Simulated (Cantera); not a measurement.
A perfectly stirred reactor is fed with 17.4 % H2, 14.5 % O2, 68.1 % N2, equivalence ratio 0.60, at 0.170 bar; it is held at 1000 K, and followed from long to short residence time.

Model: the H2/O2 subset of GRI-Mech 3.0, which has no nitrogen chemistry, integrated in Cantera. The temperature is held fixed by assumption; the heat of reaction is taken as removed at once.

x: mole fraction; the columns are a selection and need not sum to one.

| τ (s) | x H2 | x O2 | x OH | x H | x H2O2 |
|---|---|---|---|---|---|
| 13 | 0.000207 | 0.0636 | ___ | 1.80e-6 | 5.06e-7 |
| 2.5 | 0.000586 | 0.0637 | ___ | 9.34e-6 | 9.08e-7 |
| 0.49 | 0.00152 | 0.0641 | ___ | 4.72e-5 | 1.19e-6 |
| 0.096 | 0.00377 | 0.0651 | ___ | 0.000235 | 1.31e-6 |
| 0.019 | 0.00895 | 0.0675 | ___ | 0.00111 | 1.39e-6 |
| 0.0037 | 0.0210 | 0.0734 | ___ | 0.00483 | 1.36e-6 |
| 0.00073 | 0.0475 | 0.0871 | ___ | 0.0159 | 1.17e-6 |

Question: What belongs in the gaps?

Answer: 
- 13, x OH: 2.99e-5
- 2.5, x OH: 5.44e-5
- 0.49, x OH: 0.000105
- 0.096, x OH: 0.000210
- 0.019, x OH: 0.000423
- 0.0037, x OH: 0.000824
- 0.00073, x OH: 0.00139
